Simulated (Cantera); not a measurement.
A Cantera script and what it prints.

```python
import numpy as np
import cantera as ct

gas_names = """
    Ca CaF CaF2 Ca2 F F2 H HF H2 H2F2 H3F3 H4F4 H5F5 H6F6 H7F7
""".split()
cond_names = """
    Ca(a) Ca(b) Ca(L) CaF2(a) CaF2(b) CaF2(L)
""".split()


def load(file, names, dense=False):
    # The tables refer to 1 bar. Condensed volumes are neglected.
    table = {s.name: s for s in ct.Species.list_from_file(file)}
    out = []
    for n in names:
        d = dict(table[n].input_data)
        d["thermo"] = dict(d["thermo"], **{"reference-pressure": 1e5})
        if dense:
            d["equation-of-state"] = {"model": "constant-volume", "density": "1e6 g/cm^3"}
        out.append(ct.Species.from_dict(d))
    return out


gas = ct.Solution(thermo="ideal-gas", species=load("nasa_gas.yaml", gas_names))
cond = {s.name: ct.Solution(thermo="fixed-stoichiometry", species=[s], name=s.name)
        for s in load("nasa_condensed.yaml", cond_names, dense=True)}
atoms = {
    'CaF2': {'Ca': 1, 'F': 2},
    'H2': {'H': 2},
}
top_T = {}  # K; cautious upper limits of use, not melting points


def equilibrate(T, P, feed):
    n = {}
    for name, mol in feed.items():
        for a, k in atoms[name].items():
            n[a] = n.get(a, 0.0) + k * mol
    gas.TPX = T, P, n
    mass = sum(n.values()) * gas.mean_molecular_weight
    gas.equilibrate("TP")
    valid = [c for c in cond.values() if c.min_temp <= T <= top_T.get(c.name, c.max_temp)]
    mix = ct.Mixture([(gas, mass / gas.mean_molecular_weight)] + [(c, 0.0) for c in valid])
    mix.T, mix.P = T, P
    mix.equilibrate("TP", solver="vcs", rtol=1e-11, max_steps=5000)
    return mix


results = []
feed = {'CaF2': 1, 'H2': 6.8}  # mol
P = 6100  # Pa
for T in [1050, 1150, 1250, 1350, 1450, 1550, 1650, 1750, 1850, 1950, 2050]:
    mix = equilibrate(T, P, feed)
    results.append((T, P, feed, dict(zip(mix.species_names, mix.species_moles))))
    x = sorted(zip(gas.X, gas.species_names), reverse=True)
    print(f"T = {T:g} K  P = {P:g} Pa  gas = {mix.phase_moles(0):.4g} mol")
    print("   x: " + "  ".join(f"{s} {v:.3e}" for v, s in x if v > 0.001))
    print("   condensed (mol): " + ("  ".join(f"{mix.phase(i).name} {mix.phase_moles(i):.4g}"
          for i in range(1, mix.n_phases) if mix.phase_moles(i) > 1e-12) or "none"))
```

Result:

```
T = 1050 K  P = 6100 Pa  gas = 6.8 mol
   x: H2 1.000e+00
   condensed (mol): CaF2(a) 1
T = 1150 K  P = 6100 Pa  gas = 6.8 mol
   x: H2 1.000e+00
   condensed (mol): CaF2(a) 1
T = 1250 K  P = 6100 Pa  gas = 6.8 mol
   x: H2 1.000e+00
   condensed (mol): CaF2(a) 1
T = 1350 K  P = 6100 Pa  gas = 6.8 mol
   x: H2 1.000e+00
   condensed (mol): CaF2(a) 1
T = 1450 K  P = 6100 Pa  gas = 6.8 mol
   x: H2 9.999e-01
   condensed (mol): CaF2(b) 0.9998
T = 1550 K  P = 6100 Pa  gas = 6.802 mol
   x: H2 9.995e-01
   condensed (mol): CaF2(b) 0.9987
T = 1650 K  P = 6100 Pa  gas = 6.81 mol
   x: H2 9.981e-01
   condensed (mol): CaF2(b) 0.9934
T = 1750 K  P = 6100 Pa  gas = 6.836 mol
   x: H2 9.934e-01  CaF2 2.905e-03  HF 1.619e-03
   condensed (mol): CaF2(L) 0.9723
T = 1850 K  P = 6100 Pa  gas = 6.919 mol
   x: H2 9.795e-01  CaF2 1.069e-02  HF 4.351e-03  CaF 2.187e-03  H 2.159e-03  Ca 1.082e-03
   condensed (mol): CaF2(L) 0.9034
T = 1950 K  P = 6100 Pa  gas = 7.156 mol
   x: H2 9.427e-01  CaF2 3.396e-02  HF 1.053e-02  CaF 6.120e-03  H 4.506e-03  Ca 2.205e-03
   condensed (mol): CaF2(L) 0.6974
T = 2050 K  P = 6100 Pa  gas = 7.816 mol
   x: H2 8.543e-01  CaF2 9.515e-02  HF 2.303e-02  CaF 1.503e-02  H 8.490e-03  Ca 4.000e-03
   condensed (mol): CaF2(L) 0.1076
```

These are equilibrium values from Cantera (NASA tables, ideal gas, pure condensed phases), not measurements of a reactor.
